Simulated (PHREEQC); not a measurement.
Solution (10 °C): 0.0033 mol NH3, 0.00028 mol CO2 and 0.29 mol K3PO4 per kg of water. Closed to the air; pH follows from the charge balance.

Model: ion-association model, wateq4f.dat, run in PHREEQC.

```tsv
quantity	before	after
pH	12.62	12.52
NH4+ (mol/kgw)	4.57e-6	3.44e-6
HCO3- (mol/kgw)	5.33e-7	3.86e-7
```

Problem. What was changed between the two runs?
A. diluted 2-fold with water
B. diluted 100-fold with water
C. K3PO4 replaced by K2CO3 at the same molality
D. temperature from 10 to 50 °C
E. 0.26 mol/kgw NaHCO3 added

Solution. A, diluted 2-fold with water

Precipitation was switched off in this run. The ionic strength passes 0.7 mol/kgw, the rough limit of the ion-association models, in every such run. H3PO4, which wateq4f.dat lacks, is added to it with the constant of phreeqc.dat. Constants without temperature data keep their 25 °C values here.
